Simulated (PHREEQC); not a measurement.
Solution (25 °C): 27 mmol/kgw HBr. Closed to the air; pH follows from the charge balance.

Computed with PHREEQC (ion-association model, phreeqc.dat).

This is a speciation only: nothing precipitates in the calculation.

### Question
What pH does the model give?

### Answer
pH 1.62.
